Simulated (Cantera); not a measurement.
An adiabatic, constant-pressure homogeneous reactor starts with CO : H2 : O2 : N2 = 1 : 0.39 : 0.463 : 2.32 (molar parts), at 1250 K and 0.642 atm. Integrator tolerance rtol = 1e-08.

Computed with Cantera and GRI-Mech 3.0 (53 species, 325 reactions).

Q: What does this change do: pressure from 0.642 atm to 2.66 atm?

A: 
```csv
quantity,before,after
time of steepest temperature rise,88.1 µs,23.9 µs
temperature at 4.00 s,2622 K,2703 K
equilibrium temperature,2622 K,2703 K
x(CO) at 4.00 s,0.133 (gas-phase equilibrium 0.133),0.127 (gas-phase equilibrium 0.127)
x(H2) at 4.00 s,0.0128 (gas-phase equilibrium 0.0128),0.0118 (gas-phase equilibrium 0.0118)
x(O2) at 4.00 s,0.00707 (gas-phase equilibrium 0.00707),0.00435 (gas-phase equilibrium 0.00435)
x(H2O2) at 4.00 s,5.08e-8 (gas-phase equilibrium 5.08e-8),9.88e-8 (gas-phase equilibrium 9.88e-8)
x(CO2) at 4.00 s,0.132 (gas-phase equilibrium 0.132),0.138 (gas-phase equilibrium 0.138)
x(NO) at 4.00 s,0.00457 (gas-phase equilibrium 0.00457),0.00408 (gas-phase equilibrium 0.00408)
```
The hydrogen kinetics of GRI-Mech 3.0 are dated; newer H2 mechanisms differ, most at raised pressure.

Q: What does this change do: initial temperature 1250 to 1400 K?

A: 
```csv
quantity,before,after
time of steepest temperature rise,88.1 µs,48.1 µs
temperature at 4.00 s,2622 K,2675 K
equilibrium temperature,2622 K,2675 K
x(CO) at 4.00 s,0.133 (gas-phase equilibrium 0.133),0.139 (gas-phase equilibrium 0.139)
x(H2) at 4.00 s,0.0128 (gas-phase equilibrium 0.0128),0.0134 (gas-phase equilibrium 0.0134)
x(O2) at 4.00 s,0.00707 (gas-phase equilibrium 0.00707),0.00949 (gas-phase equilibrium 0.00949)
x(H2O2) at 4.00 s,5.08e-8 (gas-phase equilibrium 5.08e-8),6.28e-8 (gas-phase equilibrium 6.28e-8)
x(CO2) at 4.00 s,0.132 (gas-phase equilibrium 0.132),0.124 (gas-phase equilibrium 0.124)
x(NO) at 4.00 s,0.00457 (gas-phase equilibrium 0.00457),0.00574 (gas-phase equilibrium 0.00574)
```

Q: What does this change do: pressure from 0.642 atm to 4.93 atm?

A: 
| quantity | before | after |
|---|---|---|
| time of steepest temperature rise | 88.1 µs | 15.6 µs |
| temperature at 4.00 s | 2622 K | 2734 K |
| equilibrium temperature | 2622 K | 2734 K |
| x(CO) at 4.00 s | 0.133 (gas-phase equilibrium 0.133) | 0.125 (gas-phase equilibrium 0.125) |
| x(H2) at 4.00 s | 0.0128 (gas-phase equilibrium 0.0128) | 0.0115 (gas-phase equilibrium 0.0115) |
| x(O2) at 4.00 s | 0.00707 (gas-phase equilibrium 0.00707) | 0.00334 (gas-phase equilibrium 0.00334) |
| x(H2O2) at 4.00 s | 5.08e-8 (gas-phase equilibrium 5.08e-8) | 1.27e-7 (gas-phase equilibrium 1.27e-7) |
| x(CO2) at 4.00 s | 0.132 (gas-phase equilibrium 0.132) | 0.141 (gas-phase equilibrium 0.141) |
| x(NO) at 4.00 s | 0.00457 (gas-phase equilibrium 0.00457) | 0.00375 (gas-phase equilibrium 0.00375) |
The hydrogen kinetics of GRI-Mech 3.0 are dated; newer H2 mechanisms differ, most at raised pressure.
